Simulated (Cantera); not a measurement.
Nitride etching: AlN + HCl

Charge: 1 mol AlN, 19 mol HCl, equilibrated at 0.133 bar.

Equilibrium computed with Cantera from the NASA thermochemical tables; the gas is ideal and each condensed phase is pure. Candidate condensed phases: Al, AlCl₃, AlN, NH₄Cl; 20 gas species. The tables' values for AlCl₂ are old estimates; treat these amounts as uncertain. The numbers say what is thermodynamically allowed, not how fast it happens.

```tsv
T (°C)	log p HCl	log p H₂	log p AlCl₃	log p N₂	log p Cl
1175	-0.95	-1.98	-2.15	-2.45	-5.09
1225	-0.95	-1.98	-2.15	-2.45	-4.82
1275	-0.95	-1.98	-2.16	-2.45	-4.57
1325	-0.95	-1.98	-2.16	-2.46	-4.34
1375	-0.95	-1.98	-2.16	-2.46	-4.12
1425	-0.95	-1.98	-2.16	-2.46	-3.91
1475	-0.95	-1.98	-2.16	-2.46	-3.72
1525	-0.95	-1.98	-2.17	-2.46	-3.53
```
log p: log10 of the partial pressure in bar; nothing condenses.

From 1175 °C to 1525 °C nothing is condensed. The main Al-bearing gas is AlCl₃ throughout.
